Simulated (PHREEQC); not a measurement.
Dissolve 0.0072 mol HF, 0.00086 mol NaF, 4.8e-05 mol (NH4)2SiF6 and 0.00099 mol H2SO4 per kg of water at 80 °C. Closed to the air; pH follows from the charge balance.

Model: ion-association model, phreeqc.dat, run in PHREEQC.

This is a speciation only: nothing precipitates in the calculation.

**Question.** Order these F species by the share of F that they hold, largest first: HF, HF2-, F-, SiF6-2.

**Answer.** HF (86 %), F- (13 %), HF2- (0.77 %), SiF6-2 (0.53 %)

**Question.** Order these S species by the share of S that they hold, largest first: SO4-2, HSO4-, NaSO4-.

**Answer.** SO4-2 (65 %), HSO4- (35 %), NaSO4- (0.28 %)

The pH is 2.78 and the ionic strength 0.00337 mol/kgw. Species that the database lacks are ignored. Away from 25 °C the constants follow the database's enthalpies or fits; those with neither stay at their 25 °C values. SiF6-2 is the database's only silicon fluoride.
